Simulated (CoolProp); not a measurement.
Acetone at several states: fugacity coefficient from the reference equation and from simpler models built on Tc = 508.1 K, pc = 4692 kPa, ω = 0.307; each cubic takes its own stable root.

Computed with CoolProp (reference Helmholtz-energy equation of state, Lemmon 2006). It is a short technical equation, of lower accuracy than the large ones.

```csv
T (K),p (kPa),phase,reference,van der Waals,Redlich-Kwong,Soave-Redlich-Kwong,Peng-Robinson
444.7,3060,liquid,0.4470,0.6841,0.5583,0.4821,0.4677
255.4,24100,liquid,0.0003036,0.02426,0.001325,0.0003487,0.0003384
206.7,2490,liquid,3.067e-5,0.01334,0.0001654,2.653e-5,3.168e-5
```
